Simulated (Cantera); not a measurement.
A Cantera script and what it prints.

```python
import numpy as np
import cantera as ct

gas_names = """
    H HNO HNO2 HNO3 HO2 H2 H2O H2O2 N NH NH2 NH3 NH2OH NO NO2 NO3 N2 N2H2 N2H4 N2O O OH O2 O3 Pb PbO Pb2
""".split()
cond_names = """
    H2O(s) H2O(L) Pb(cr) Pb(L) PbO(rd) PbO(yw) PbO(L) PbO2(s) Pb3O4(s)
""".split()


# ... load() reads the species with a 1 bar reference pressure and builds the phases ...
atoms = {
    'PbO': {'Pb': 1, 'O': 1},
    'H2': {'H': 2},
    'N2': {'N': 2},
}
top_T = {'Pb3O4(s)': 820}  # K; cautious upper limits of use, not melting points


# ... equilibrate(T, P, feed) seeds the gas with the atoms and calls Mixture.equilibrate('TP', solver="vcs", rtol=1e-11, max_steps=5000) ...
results = []
T = 1025  # K
P = 270000  # Pa
for m in [0.84, 1.7, 3.5, 7.1, 14, 29, 60, 120, 250, 500, 1000]:
    feed = {'PbO': 1, 'H2': m, 'N2': 41}  # mol
    mix = equilibrate(T, P, feed)
    results.append((T, P, feed, dict(zip(mix.species_names, mix.species_moles))))
    x = sorted(zip(gas.X, gas.species_names), reverse=True)
    print(f"T = {T:g} K  P = {P:g} Pa  n(H2) = {m:g} mol  gas = {mix.phase_moles(0):.4g} mol")
    print("   x: " + "  ".join(f"{s} {v:.3e}" for v, s in x if v > 0.001))
    print("   condensed (mol): " + ("  ".join(f"{mix.phase(i).name} {mix.phase_moles(i):.4g}"
          for i in range(1, mix.n_phases) if mix.phase_moles(i) > 1e-12) or "none"))
```

It prints:

```
T = 1025 K  P = 270000 Pa  n(H2) = 0.84 mol  gas = 41.84 mol
   x: N2 9.799e-01  H2O 2.007e-02
   condensed (mol): Pb(L) 0.8394  PbO(yw) 0.1601
T = 1025 K  P = 270000 Pa  n(H2) = 1.7 mol  gas = 42.7 mol
   x: N2 9.602e-01  H2O 2.342e-02  H2 1.639e-02
   condensed (mol): Pb(L) 0.9996
T = 1025 K  P = 270000 Pa  n(H2) = 3.5 mol  gas = 44.5 mol
   x: N2 9.213e-01  H2 5.615e-02  H2O 2.247e-02
   condensed (mol): Pb(L) 0.9995
T = 1025 K  P = 270000 Pa  n(H2) = 7.1 mol  gas = 48.1 mol
   x: N2 8.524e-01  H2 1.267e-01  H2O 2.079e-02
   condensed (mol): Pb(L) 0.9995
T = 1025 K  P = 270000 Pa  n(H2) = 14 mol  gas = 54.99 mol
   x: N2 7.455e-01  H2 2.362e-01  H2O 1.818e-02
   condensed (mol): Pb(L) 0.9994
T = 1025 K  P = 270000 Pa  n(H2) = 29 mol  gas = 69.98 mol
   x: N2 5.857e-01  H2 3.997e-01  H2O 1.429e-02
   condensed (mol): Pb(L) 0.9993
T = 1025 K  P = 270000 Pa  n(H2) = 60 mol  gas = 101 mol
   x: H2 5.838e-01  N2 4.059e-01  H2O 9.905e-03
   condensed (mol): Pb(L) 0.999
T = 1025 K  P = 270000 Pa  n(H2) = 120 mol  gas = 160.9 mol
   x: H2 7.388e-01  N2 2.546e-01  H2O 6.214e-03
   condensed (mol): Pb(L) 0.9983
T = 1025 K  P = 270000 Pa  n(H2) = 250 mol  gas = 290.9 mol
   x: H2 8.554e-01  N2 1.407e-01  H2O 3.438e-03
   condensed (mol): Pb(L) 0.997
T = 1025 K  P = 270000 Pa  n(H2) = 500 mol  gas = 540.8 mol
   x: H2 9.222e-01  N2 7.565e-02  H2O 1.849e-03
   condensed (mol): Pb(L) 0.9944
T = 1025 K  P = 270000 Pa  n(H2) = 1000 mol  gas = 1041 mol
   x: H2 9.595e-01  N2 3.927e-02
   condensed (mol): Pb(L) 0.9893
```

Method: chemical equilibrium by Gibbs-energy minimisation in Cantera with the NASA 1993 tables (ideal gas, pure condensed phases). Mutual solubility and eutectic melting of coexisting phases are not modelled.
